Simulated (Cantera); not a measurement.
Cantera run:

```python
import numpy as np
import cantera as ct

gas_names = """
    Li CL2 LiCL
""".split()
cond_names = """

""".split()


# ... load() reads the species with a 1 bar reference pressure and builds the phases ...
species = {s.name: s for s in load("nasa_gas.yaml", gas_names) + load("nasa_condensed.yaml", cond_names)}
# Each term lists the table entries of one substance; the one whose range holds T is used.
reactions = {
    '2 Li(g) + Cl2(g) = 2 LiCl(g)':
        [(-2, ['Li']), (-1, ['CL2']), (2, ['LiCL'])],
}


def pick(names, T):
    return next(species[n] for n in names if species[n].thermo.min_temp <= T <= species[n].thermo.max_temp)


results = []
for label, terms in reactions.items():
    print(label)
    print("     T/K   dH/kJ  dS/(J/K)   dG/kJ   log10 K")
    for T in [1275, 1375, 1475, 1575, 1675, 1775, 1875]:
        used = [(nu, pick(names, T)) for nu, names in terms]
        dH = sum(nu * s.thermo.h(T) for nu, s in used) / 1e6
        dS = sum(nu * s.thermo.s(T) for nu, s in used) / 1e3
        dG = dH - T * dS / 1e3
        logK = -dG * 1e6 / (ct.gas_constant * T * np.log(10))
        results.append((label, T, dH, dS, dG, logK, [s.name for _, s in used]))
        print(f"{T:8g} {dH:8.1f} {dS:8.1f} {dG:8.1f} {logK:8.2f}")
```

Result:

```
2 Li(g) + Cl2(g) = 2 LiCl(g)
     T/K   dH/kJ  dS/(J/K)   dG/kJ   log10 K
    1275   -715.0    -83.1   -609.0    24.95
    1375   -715.4    -83.4   -600.7    22.82
    1475   -715.7    -83.6   -592.4    20.98
    1575   -716.0    -83.8   -584.0    19.37
    1675   -716.3    -84.0   -575.6    17.95
    1775   -716.6    -84.2   -567.2    16.69
    1875   -716.9    -84.4   -558.7    15.57
```

Source: NASA polynomial tables (part measured, part estimated), evaluated in Cantera. Condensed species are held in their standard states even where they would react or evaporate.
